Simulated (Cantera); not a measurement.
A Cantera script and what it prints.

```python
import numpy as np
import cantera as ct

gas_names = """
    H HNO HNO2 HNO3 HO2 H2 H2O H2O2 N NH NH2 NH3 NH2OH NO NO2 NO3 N2 N2H2 N2H4 N2O O OH O2 O3 Si SiH
    SiH2 SiH3 SiH4 SiN SiO SiO2 Si2 Si2N Si3
""".split()
cond_names = """
    H2O(s) H2O(L) Si(cr) Si(L) SiO2(Lqz) SiO2(hqz) SiO2(L) Si2N2O(s) Si3N4(a)
""".split()


def load(file, names, dense=False):
    # The tables refer to 1 bar. Condensed volumes are neglected.
    table = {s.name: s for s in ct.Species.list_from_file(file)}
    out = []
    for n in names:
        d = dict(table[n].input_data)
        d["thermo"] = dict(d["thermo"], **{"reference-pressure": 1e5})
        if dense:
            d["equation-of-state"] = {"model": "constant-volume", "density": "1e6 g/cm^3"}
        out.append(ct.Species.from_dict(d))
    return out


gas = ct.Solution(thermo="ideal-gas", species=load("nasa_gas.yaml", gas_names))
cond = {s.name: ct.Solution(thermo="fixed-stoichiometry", species=[s], name=s.name)
        for s in load("nasa_condensed.yaml", cond_names, dense=True)}
atoms = {
    'Si2H6': {'Si': 2, 'H': 6},
    'NO': {'N': 1, 'O': 1},
    'N2': {'N': 2},
    'N2O': {'N': 2, 'O': 1},
}
top_T = {'Si2N2O(s)': 2100, 'Si3N4(a)': 2400}  # K; cautious upper limits of use, not melting points


def equilibrate(T, P, feed):
    n = {}
    for name, mol in feed.items():
        for a, k in atoms[name].items():
            n[a] = n.get(a, 0.0) + k * mol
    gas.TPX = T, P, n
    mass = sum(n.values()) * gas.mean_molecular_weight
    gas.equilibrate("TP")
    valid = [c for c in cond.values() if c.min_temp <= T <= top_T.get(c.name, c.max_temp)]
    mix = ct.Mixture([(gas, mass / gas.mean_molecular_weight)] + [(c, 0.0) for c in valid])
    mix.T, mix.P = T, P
    mix.equilibrate("TP", solver="vcs", rtol=1e-11, max_steps=5000)
    return mix


results = []
T = 648  # K
P = 1333.22  # Pa
for m in [1.4, 1.9, 2.4, 2.9, 3.4, 3.9, 4.4, 4.9, 5.4, 5.9, 6.4, 6.9, 7.4]:
    feed = {'Si2H6': 1, 'NO': m, 'N2': 63, 'N2O': 0.1}  # mol
    mix = equilibrate(T, P, feed)
    results.append((T, P, feed, dict(zip(mix.species_names, mix.species_moles))))

top = {s: max(r[3][s] / sum(r[3][g] for g in gas_names) for r in results) for s in gas_names}
cols = sorted((s for s in top if top[s] > 0.0001), key=lambda s: -top[s])[:6]
seen = [c for c in cond_names if any(r[3].get(c, 0) > 1e-12 for r in results)]
print("log10 of partial pressures in bar; condensed amounts in mol")
print(f"{'n(NO)':>10s}" + "".join(f"{s[:9]:>10s}" for s in cols + seen))
for T, P, feed, n in results:
    ng = sum(n[g] for g in gas_names)
    print(f"{feed['NO']:10.4g}" + "".join(f"{np.log10(max(n[s] / ng * P / 1e5, 1e-99)):10.3f}" for s in cols)
          + "".join(f"{n.get(c, 0):10.4g}" for c in seen))
```

Result:

```
log10 of partial pressures in bar; condensed amounts in mol
     n(NO)        N2        H2       H2O        O2 SiO2(Lqz) Si2N2O(s)
       1.4    -1.895    -3.217    -8.926   -45.516    0.3333    0.8333
       1.9    -1.895    -3.220    -8.928   -45.516    0.6667    0.6667
       2.4    -1.895    -3.223    -8.931   -45.516         1       0.5
       2.9    -1.895    -3.225    -8.934   -45.516     1.333    0.3333
       3.4    -1.895    -3.228    -8.936   -45.516     1.667    0.1667
       3.9    -1.895    -3.231    -8.939   -45.516         2 1.958e-06
       4.4    -1.895    -3.312    -4.011   -35.497         2         0
       4.9    -1.895    -3.410    -3.711   -34.702         2         0
       5.4    -1.894    -3.537    -3.537   -34.100         2         0
       5.9    -1.894    -3.714    -3.413   -33.497         2         0
       6.4    -1.894    -4.017    -3.318   -32.702         2         0
       6.9    -1.894   -13.608    -3.240   -13.365         2         0
       7.4    -1.896   -18.132    -3.243    -4.323         2         0
```

Cantera equilibrium calculation (NASA polynomials, part measured and part estimated; ideal gas, pure solids and liquids). The feed counts by its element totals alone.
